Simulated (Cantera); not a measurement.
**Al(CH₃)₃ + O₂ + N₂ (aluminium nitride and oxide growth)**

Feed: 1 mol Al(CH₃)₃, a varied amount of O₂, 810 mol N₂, equilibrated at 1675 K and 0.133 bar.

Cantera equilibrium calculation (NASA polynomials, part measured and part estimated; ideal gas, pure solids and liquids). Candidate condensed phases: Al, AlN, Al₂O₃, C, C₆H₆, C₇H₈, C₈H₁₈, H₂O; 148 gas species. The feed counts by its element totals alone. Mutual solubility and eutectic melting of coexisting phases are not modelled. Equilibrium is a limit: real reactors are often held back by kinetics, nucleation or transport.

```
n(O₂) (mol)  log p N₂  log p O₂  log p H₂  log p H₂O  log p CO  n AlN(s)  n Al₂O₃(s)
-----------  --------  --------  --------  ---------  --------  --------  ----------
1.5             -0.88      <-12     -3.14      -7.70     -3.31     0.999    0.000603
2               -0.88      <-12     -3.14      -7.70     -3.31     0.332       0.334
2.7             -0.88    -11.04     -3.21      -3.92     -3.34         0       0.500
3.6             -0.88     -9.75     -3.41      -3.47     -3.41         0       0.500
4.8             -0.88     -8.50     -3.80      -3.24     -3.63         0       0.500
6.5             -0.88     -4.14     -5.88      -3.14     -5.54         0       0.500
8.7             -0.88     -3.38     -6.26      -3.14     -5.91         0       0.500
12              -0.88     -3.03     -6.44      -3.14     -6.09         0       0.500
16              -0.88     -2.81     -6.55      -3.14     -6.20         0       0.500
21              -0.89     -2.63     -6.64      -3.14     -6.30         0       0.500
28              -0.89     -2.47     -6.73      -3.15     -6.38         0       0.500
```
log p: log10 of the partial pressure in bar; n: condensed amount in mol.

From 1.5 mol O₂ to 2 mol O₂ the condensed part is AlN(s) + Al₂O₃(s). From 2.7 mol O₂ to 28 mol O₂ the condensed part is Al₂O₃(s).
